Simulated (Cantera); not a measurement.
## Premixed flame

A freely propagating, adiabatic, planar premixed flame of 18.6 % CO, 3.35 % H2, 3.16 % CH4, 15.7 % O2, 59.2 % N2, equivalence ratio 1.1, unburnt at 598 K and 0.640 bar; unity-Lewis-number transport, grid criteria slope 0.08 and curve 0.16, no radiation.

Computed with Cantera and GRI-Mech 3.0 (53 species, 325 reactions). Unity Lewis numbers drop preferential diffusion, which matters most where H2 and H carry the flame. Burning velocities carry a grid error of a few per cent, more on coarse grids.

```
z (mm)  T (K)  u (m/s)    x CO     x H2     x CH4    x N2O  x C2H    x CH2O
------  -----  -------  ------  -------  --------  -------  -----  --------
-1.73     598     1.66   0.186   0.0335    0.0316    <1e-8  <1e-8     <1e-8
-1.15     598     1.66   0.186   0.0335    0.0316    <1e-8  <1e-8   8.95e-8
-0.863    599     1.66   0.186   0.0335    0.0316    <1e-8  <1e-8   5.70e-7
-0.575    603     1.67   0.186   0.0334    0.0315    <1e-8  <1e-8   4.43e-6
-0.288    690     1.91   0.184   0.0326    0.0290    <1e-8  <1e-8   6.71e-5
-0.144    952     2.62   0.178   0.0299    0.0206  1.18e-8  <1e-8  0.000213
0        1383     3.79   0.162   0.0213   0.00463  3.56e-8  <1e-8  0.000241
0.144    1592     4.34   0.134   0.0116  0.000136  6.20e-8  <1e-8   1.47e-5
0.288    1691     4.59   0.115   0.0112   1.81e-6  6.90e-8  <1e-8   2.42e-7
0.575    1814     4.88  0.0990   0.0124     <1e-8  6.72e-8  <1e-8     <1e-8
1.15     1948     5.18  0.0927   0.0117     <1e-8  7.11e-8  <1e-8     <1e-8
2.30     2085     5.49  0.0869   0.0100     <1e-8  7.95e-8  <1e-8     <1e-8
4.60     2213     5.77  0.0790  0.00834     <1e-8  9.14e-8  <1e-8     <1e-8
```
x: mole fraction of selected species; z is measured from the peak of heat release.

```
Item                         Value
------------------------  --------
laminar burning velocity  166 cm/s
thermal thickness         0.575 mm
peak x(C2H)                  <1e-8
peak x(CH2O)              0.000304
grid points                    150
```
